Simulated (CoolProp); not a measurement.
Computed with CoolProp (reference Helmholtz-energy equation of state, Lemmon 2006). It is a short technical equation, of lower accuracy than the large ones.

**Question.** For nitrous oxide, give the phase and the cp (kJ/(kg K)), speed of sound (m/s) at 62.15 °C and 0.152 MPa; 160.75 °C and 39.9 MPa.

**Answer.** 
- 62.15 °C and 0.152 MPa: gas; cp 0.920, speed of sound 282
- 160.75 °C and 39.9 MPa: supercritical; cp 1.69, speed of sound 451
